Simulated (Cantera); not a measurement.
# Premixed flame

A freely propagating, adiabatic, planar premixed flame of 20.1 % H₂, 16.8 % O₂, 63.1 % N₂, equivalence ratio 0.60, unburnt at 450 K and 105 Torr; mixture-averaged transport, grid criteria slope 0.08 and curve 0.16, no radiation.

Cantera simulation using the H2/O2 subset of GRI-Mech 3.0, which has no nitrogen chemistry; the numbers are that mechanism's predictions, not measurements. Burning velocities carry a grid error of a few per cent, more on coarse grids. Lean hydrogen flames are cellular in practice and burn faster than this planar one.

| z (mm) | T (K) | u (m/s) | x H₂ | x O₂ | x O | x H₂O | x HO₂ | x H₂O₂ |
|---|---|---|---|---|---|---|---|---|
| -15.2 | 450 | 2.35 | 0.201 | 0.168 | <1e-8 | <1e-8 | <1e-8 | <1e-8 |
| -10.2 | 450 | 2.35 | 0.201 | 0.168 | <1e-8 | <1e-8 | <1e-8 | <1e-8 |
| -7.62 | 450 | 2.35 | 0.201 | 0.168 | <1e-8 | <1e-8 | <1e-8 | <1e-8 |
| -5.08 | 450 | 2.34 | 0.201 | 0.168 | <1e-8 | 1.06e-7 | 1.25e-7 | <1e-8 |
| -2.54 | 463 | 2.40 | 0.196 | 0.168 | 4.04e-6 | 0.000649 | 8.74e-5 | 4.78e-6 |
| -1.27 | 648 | 3.28 | 0.166 | 0.165 | 0.000135 | 0.0169 | 5.54e-5 | 7.69e-6 |
| 0 | 1008 | 4.97 | 0.0850 | 0.135 | 0.00418 | 0.0856 | 2.29e-5 | 9.58e-7 |
| 1.27 | 1269 | 6.20 | 0.0252 | 0.0918 | 0.0118 | 0.159 | 1.26e-5 | 1.29e-6 |
| 2.54 | 1395 | 6.79 | 0.0155 | 0.0813 | 0.0134 | 0.177 | 9.38e-6 | 9.81e-7 |
| 5.08 | 1529 | 7.38 | 0.0135 | 0.0778 | 0.0120 | 0.186 | 7.15e-6 | 5.64e-7 |
| 10.2 | 1656 | 7.93 | 0.0110 | 0.0756 | 0.00941 | 0.195 | 5.34e-6 | 2.90e-7 |
| 20.3 | 1768 | 8.40 | 0.00778 | 0.0743 | 0.00635 | 0.204 | 3.70e-6 | 1.54e-7 |
| 40.6 | 1851 | 8.74 | 0.00459 | 0.0738 | 0.00363 | 0.211 | 2.33e-6 | 8.90e-8 |
x: mole fraction of selected species; z is measured from the peak of heat release.

The laminar burning velocity is 235 cm/s. The thermal thickness is 5.08 mm and the peak x(O) is 0.0134. The peak x(HO₂) comes out as 9.70e-5 and the peak x(H₂O₂) is 1.05e-5. The grid points is 116.
